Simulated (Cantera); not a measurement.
# Thermodynamics of abatement and gas-phase synthesis, feed CO2 + H2 + SO2

A closed system holds: 1 mol CO2, 0.091 mol H2, a varied amount of SO2, equilibrated at 850 K and 75.0 Torr.

Method: chemical equilibrium by Gibbs-energy minimisation in Cantera with the NASA 1993 tables (ideal gas, pure condensed phases). Candidate condensed phases: C, C6H6, C7H8, C8H18, H2O, H2SO4, S; 123 gas species. Gases not in the tables: S3 to S7. Equilibrium is a limit: real reactors are often held back by kinetics, nucleation or transport.

From 0.022 mol SO2 to 0.3 mol SO2 nothing is condensed. The main C-bearing gas is CO2 throughout.

| n(SO2) (mol) | log p CO2 | log p SO2 | log p H2O | log p H2S | log p CO | log p S2 |
|---|---|---|---|---|---|---|
| 0.022 | -1.05 | -6.24 | -2.21 | -2.77 | -2.72 | -4.67 |
| 0.028 | -1.04 | -5.05 | -2.21 | -2.71 | -3.09 | -3.80 |
| 0.037 | -1.04 | -3.69 | -2.17 | -2.84 | -3.60 | -3.12 |
| 0.048 | -1.05 | -3.06 | -2.15 | -3.00 | -3.87 | -2.94 |
| 0.062 | -1.05 | -2.71 | -2.14 | -3.12 | -4.04 | -2.88 |
| 0.08 | -1.06 | -2.47 | -2.14 | -3.21 | -4.16 | -2.85 |
| 0.1 | -1.07 | -2.30 | -2.14 | -3.29 | -4.24 | -2.83 |
| 0.14 | -1.08 | -2.09 | -2.15 | -3.39 | -4.36 | -2.82 |
| 0.18 | -1.10 | -1.96 | -2.16 | -3.47 | -4.44 | -2.83 |
| 0.23 | -1.11 | -1.84 | -2.17 | -3.55 | -4.52 | -2.83 |
| 0.3 | -1.14 | -1.73 | -2.19 | -3.64 | -4.60 | -2.85 |
log p: log10 of the partial pressure in bar; nothing condenses.
